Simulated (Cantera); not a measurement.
Cantera run, input and output.

```python
import numpy as np
import cantera as ct

gas = ct.Solution("SiF4_NH3_mec.yaml", "gas")
gas.TPX = 2298, 1700, {'NH3': 1, 'N2': 1.8, 'H2': 0.064}
reactor = ct.IdealGasConstPressureReactor(gas, energy="off", clone=False)
net = ct.ReactorNet([reactor])
net.rtol, net.atol = 1e-08, 1e-18
show = ['NH3', 'H2', 'NH2', 'N2', 'N2H4', 'NH', 'N2H2']
times = np.geomspace(2e-06, 1, 11)

steps = ct.SolutionArray(gas, extra=["t"])
rows = []
print(f"{'t/s':>10s}{'T/K':>9s}{'P/Pa':>11s}" + "".join(f"{s:>11s}" for s in show))
for t in times:
    while net.time < t:
        t_next = net.step()
        steps.append(gas.state, t=t_next)
    rows.append([np.interp(t, steps.t, y) for y in (steps.T, steps.P, *steps(*show).X.T)])
    print(f"{t:10.3e}{rows[-1][0]:9.1f}{rows[-1][1]:11.4g}" + "".join(f"{x:11.3e}" for x in rows[-1][2:]))
rate = np.gradient(steps.T, steps.t)
print("integrator steps:", len(steps.t))
if steps.T.max() > steps.T[0] + 200:
    print(f"time of steepest temperature rise: {steps.t[rate.argmax()]:.4e} s")
gas.TPX = 2298, 1700, {'NH3': 1, 'N2': 1.8, 'H2': 0.064}
gas.equilibrate("TP")
print(f"equilibrium (TP): T = {gas.T:.1f} K  " + "  ".join(f"{s} {gas[s].X[0]:.3e}" for s in show))
```

Output:

```
       t/s      T/K       P/Pa        NH3         H2        NH2         N2       N2H4         NH       N2H2
 2.000e-06   2298.0       1700  3.492e-01  2.235e-02  2.516e-06  6.285e-01  2.632e-15  9.215e-12  1.733e-13
 7.429e-06   2298.0       1700  3.491e-01  2.235e-02  1.178e-05  6.285e-01  1.010e-13  3.722e-10  1.134e-11
 2.759e-05   2298.0       1700  3.491e-01  2.237e-02  5.265e-05  6.285e-01  2.505e-12  1.034e-08  5.760e-10
 1.025e-04   2298.0       1700  3.489e-01  2.244e-02  2.067e-04  6.284e-01  4.082e-11  2.387e-07  1.474e-08
 3.807e-04   2298.0       1700  3.482e-01  2.273e-02  7.668e-04  6.282e-01  5.693e-10  5.051e-06  3.322e-07
 1.414e-03   2298.0       1700  3.452e-01  2.462e-02  2.453e-03  6.276e-01  5.848e-09  4.122e-05  5.568e-06
 5.253e-03   2298.0       1700  3.294e-01  4.136e-02  3.168e-03  6.258e-01  9.755e-09  7.494e-05  1.151e-05
 1.951e-02   2298.0       1700  2.752e-01  1.011e-01  2.464e-03  6.208e-01  5.903e-09  8.542e-05  8.895e-06
 7.248e-02   2298.0       1700  1.497e-01  2.391e-01  1.449e-03  6.089e-01  2.041e-09  7.856e-05  4.069e-06
 2.692e-01   2298.0       1700  2.353e-02  3.773e-01  3.782e-04  5.968e-01  1.390e-10  4.031e-05  4.562e-07
 1.000e+00   2298.0       1700  2.870e-05  3.956e-01  2.971e-06  5.914e-01  8.525e-15  2.134e-06  1.334e-10
integrator steps: 1305
equilibrium (TP): T = 2298.0 K  NH3 3.873e-08  H2 3.730e-01  NH2 1.485e-08  N2 5.818e-01  N2H4 2.143e-19  NH 3.953e-08  N2H2 5.667e-14
```

Computed with Cantera and the gas-phase N/H chemistry of the illustrative SiF4/NH3 mechanism in the Surface Chemkin manual (1991). Walls and surfaces, which speed up NH3 decomposition in real reactors, are not modelled.
